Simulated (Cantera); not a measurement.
An adiabatic, constant-pressure homogeneous reactor starts with CH₄ : C₂H₆ : C₃H₈ : O₂ : N₂ : H₂O = 1 : 0.16 : 0.18 : 2.66 : 10 : 0.43 (molar parts), at 1400 K and 1.10 bar.

Computed with Cantera and GRI-Mech 3.0 (53 species, 325 reactions). GRI-Mech 3.0 was tuned for natural gas; its chemistry of propane as a main component is partial and can be far from experiment.

Q: Predict: time of steepest temperature rise; temperature at 3.00 s; equilibrium temperature.

A: 
- time of steepest temperature rise: 0.325 ms
- temperature at 3.00 s: 2699 K
- equilibrium temperature: 2699 K
